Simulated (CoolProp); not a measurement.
Properties of sulfur hexafluoride at several states.

Model: reference Helmholtz-energy equation of state, Guder 2009, in CoolProp.

| T (K) | p (kPa) | phase | density (kg/m³) | isothermal compressibility (1/MPa) |
|---|---|---|---|---|
| 450.8 | 20100 | supercritical | 908.4 | 0.03191 |
| 271.9 | 19 | gas | 1.231 | 52.78 |
| 524.6 | 13.9 | gas | 0.4655 | 71.96 |
| 571.6 | 17.1 | gas | 0.5256 | 58.49 |
